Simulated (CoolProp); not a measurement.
Values from CoolProp's reference Helmholtz-energy equation of state, Lemmon 2004. It is a short technical equation, of lower accuracy than the large ones.

**Question.** For n-dodecane, give the phase and the Z, Joule-Thomson coefficient (K/MPa), Prandtl number at 523.3 K and 0.101 MPa; 535 K and 0.101 MPa.

**Answer.** 
- 523.3 K and 0.101 MPa: gas; Z 0.945, Joule-Thomson coefficient 20.9, Prandtl number 0.750
- 535 K and 0.101 MPa: gas; Z 0.950, Joule-Thomson coefficient 19.2, Prandtl number 0.750

Viscosity comes from a separate model (Huber 2004). Thermal conductivity comes from a separate model (Huber 2004).
